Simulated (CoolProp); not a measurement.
Properties of toluene along the isotherm 333.95 °C.

Values from CoolProp's reference Helmholtz-energy equation of state, Lemmon 2006. It is a short technical equation, of lower accuracy than the large ones.

```
p (MPa)          phase  isothermal compressibility (1/MPa)  conductivity (mW/(m K))  Prandtl number
-------  -------------  ----------------------------------  -----------------------  --------------
0.737              gas                               1.451                     42.1           0.728
1.47               gas                              0.7909                     42.5           0.753
2.21               gas                              0.5880                     43.3           0.790
2.95               gas                              0.5153               (withheld)           0.846
3.68               gas                          (withheld)                     49.2           0.956
4.42     supercritical                              0.7468                     59.8            1.38
5.16     supercritical                              0.4876                     77.8      (withheld)
5.89     supercritical                              0.1194               (withheld)            2.39
6.63     supercritical                             0.06662                     77.7            2.35
7.37     supercritical                             0.04641               (withheld)            2.37
8.11     supercritical                             0.03572                     79.5            2.39
8.84     supercritical                             0.02917                     80.3      (withheld)
9.58     supercritical                             0.02463               (withheld)            2.45
10.3     supercritical                          (withheld)                     81.7            2.47
```

Question: Complete the blanks.

Answer: 
- 2.95, conductivity (mW/(m K)): 45.2
- 3.68, isothermal compressibility (1/MPa): 0.5275
- 5.16, Prandtl number: 2.90
- 5.89, conductivity (mW/(m K)): 76.9
- 7.37, conductivity (mW/(m K)): 78.6
- 8.84, Prandtl number: 2.42
- 9.58, conductivity (mW/(m K)): 81.0
- 10.3, isothermal compressibility (1/MPa): 0.02142

Viscosity comes from a separate model (Avgeri 2015). Thermal conductivity comes from a separate model (Assael 2012).
